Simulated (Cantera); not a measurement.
A closed system holds: 1 mol n-butane, 0.37 mol CO2, 0.35 mol N2, at 923.15 K and 58.0 Pa.

These are equilibrium values from Cantera (NASA tables, ideal gas, pure condensed phases), not measurements of a reactor. Candidate condensed phases: C, C6H6, C7H8, C8H18, H2O; 136 gas species. Equilibrium is a limit: real reactors are often held back by kinetics, nucleation or transport.

Base state: H2 0.821, CO 0.121, N2 0.0575, CH4 9.08e-5, H2O 8.90e-5, CO2 2.69e-5 (mole fractions); condensed: C(graphite).

Problem. What changes in the equilibrium state with this change: pressure from 58.0 Pa to 45.0 mbar?

Solution. 
| species | before | after |
|---|---|---|
| H2 | 0.821 | 0.813 |
| CO | 0.121 | 0.113 |
| N2 | 0.0575 | 0.0583 |
| CH4 | 9.08e-5 | 0.00691 |
| H2O | 8.90e-5 | 0.00639 |
| CO2 | 2.69e-5 | 0.00182 |
| C(graphite), mol | 3.63 | 3.64 |
